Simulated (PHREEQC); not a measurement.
A solution holds 2.9 mmol/kgw CaSO4, 0.85 mmol/kgw CO2 and 0.18 mmol/kgw H4SiO4, at 25 °C. Closed to the air; pH follows from the charge balance.

The numbers come from PHREEQC with the ion-association model, phreeqc.dat.

| quantity | before | after |
|---|---|---|
| pH | 4.74 | 5.23 |
| Ca+2 (mol/kgw) | 0.00243 | 0.000280 |
| SO4-2 (mol/kgw) | 0.00243 | 0.000280 |
| CaSO4 (mol/kgw) | 0.000472 | 1.03e-5 |
| HCO3- (mol/kgw) | 2.25e-5 | 6.20e-6 |
| SI of Chalcedony (SiO2) | -0.19 | -1.19 |
| SI of Gypsum (CaSO4:2H2O) | -0.99 | -2.66 |

Q: What was changed between the two runs?
A) temperature from 25 to 20 °C
B) CaSO4 from 0.0029 to 0.00261 mol/kgw
C) diluted 10-fold with water
D) CaSO4 from 0.0029 to 0.0058 mol/kgw
E) temperature from 25 to 60 °C

A: C, diluted 10-fold with water

No solid was allowed to form. Some of these states are supersaturated (in Quartz (slow to form), for instance).
